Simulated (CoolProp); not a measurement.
A single-stage vapour-compression cycle with R13: evaporating at 221.15 K (dew point), condensing at 285.15 K (bubble point), superheat 2 K, subcooling 8 K, compressor efficiency 0.6, no pressure losses. Each further row changes one setting.

Values from CoolProp's reference Helmholtz-energy equation of state, Platzer 1990. This equation is an older, rougher fit; its heat capacities, sound speeds and derivatives of the liquid may be far off and weren't checked against measurements.

```csv
case,cooling COP,pressure ratio,discharge temperature (K),refrigerating effect (kJ/kg),volumetric capacity (kJ/m³)
as stated,1.36,6.82,332.0,74.7,1810
evaporating temperature 226.15 K,1.55,5.64,327.1,76.5,2230
condensing temperature 280.15 K,1.57,6.05,324.7,80.8,1960
subcooling 13 K,1.47,6.82,332.0,81.0,1970
superheat 12 K,1.37,6.82,344.0,80.9,1850
compressor efficiency 0.5,1.13,6.82,345.3,74.7,1810
```
